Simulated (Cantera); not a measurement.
An isothermal, constant-pressure homogeneous reactor starts with 53.8 % CH4, 30.1 % CO2, 16.1 % H2, at 1850 K and 1.01 bar.

Cantera simulation using GRI-Mech 3.0 (53 species, 325 reactions); the numbers are that mechanism's predictions, not measurements. GRI-Mech 3.0 stops at C3 and has no aromatics, soot or wall deposition, so with more carbon than oxygen in the feed, carbon stays in small species such as C2H2 where larger ones or solid carbon would form.

x: mole fraction; the columns are a selection and need not sum to one.

```
t (s)       x CH4    x CO2   x H2     x CO       x H
--------  -------  -------  -----  -------  --------
9.00e-5     0.499    0.294  0.184  0.00228         ?
0.000374    0.362    0.257  0.290   0.0154         ?
0.00155     0.173    0.167  0.414   0.0670         ?
0.00646    0.0503   0.0434  0.435    0.173         ?
0.0268     0.0204   0.0149  0.479    0.225  0.000386
0.111      0.0129  0.00737  0.546    0.281  0.000405
0.463     0.00637  0.00114  0.594    0.322  0.000417
1.93      0.00475  2.74e-6  0.603    0.329  0.000419
8.00      0.00474  3.05e-7  0.603    0.329  0.000419
```

Problem. What belongs in the gaps?

Solution. 
- 9.00e-5, x H: 0.000121
- 0.000374, x H: 0.000189
- 0.00155, x H: 0.000268
- 0.00646, x H: 0.000336
